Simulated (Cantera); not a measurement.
Input: 1 mol CsF, 0.025 mol HF, 34 mol H₂, held at 5.20e-5 bar.

Cantera equilibrium calculation (NASA polynomials, part measured and part estimated; ideal gas, pure solids and liquids). Candidate condensed phases: Cs, CsF; 15 gas species. Rates play no part.

log p: log10 of the partial pressure in bar; nothing condenses.

```
T (K)  log p H₂  log p H  log p HF  log p Cs  log p CsF     log p F
-----  --------  -------  --------  --------  ---------  ----------
1198      -4.30    -8.87     -6.47     -6.52      -5.93        <-16
1348      -4.30    -7.79     -6.17     -6.20      -6.08  (withheld)
1498      -4.31    -6.92     -5.99     -6.01      -6.32  (withheld)
1648      -4.31    -6.21     -5.90     -5.91      -6.63  (withheld)
1798      -4.33    -5.62     -5.87     -5.88      -6.97  (withheld)
1948      -4.38    -5.14     -5.87     -5.88      -7.31  (withheld)
2098      -4.49    -4.76     -5.91     -5.92      -7.63  (withheld)
```

### Question
What belongs in the gaps?

### Answer

- 1348, log p F: -14.75
- 1498, log p F: -13.17
- 1648, log p F: -11.93
- 1798, log p F: -10.94
- 1948, log p F: -10.11
- 2098, log p F: -9.40
